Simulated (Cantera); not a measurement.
## Thermodynamics of sublimation and decomposition of ceramics, feed SiC + Si + H2

Input: 1 mol SiC, 0.0044 mol Si, 1.1 mol H2, at 1525 K and 13.3 mbar.

Method: chemical equilibrium by Gibbs-energy minimisation in Cantera with the NASA 1993 tables (ideal gas, pure condensed phases). Candidate condensed phases: C, C6H6, C7H8, C8H18, Si, SiC; 87 gas species. Mutual solubility and eutectic melting of coexisting phases are not modelled. Equilibrium is a limit: real reactors are often held back by kinetics, nucleation or transport.

```
Item                                          Value
--------------------------------------  -----------
x(H2)                                         1.000
x(H)                                       0.000205
x(SiH2)                                     2.06e-6
x(Si)                                       1.42e-6
n(Si(s))                                0.00440 mol
n(SiC(s))                                  1.00 mol
gas amount                                1.100 mol
log10 activity of C(graphite) (absent)        -2.10
```
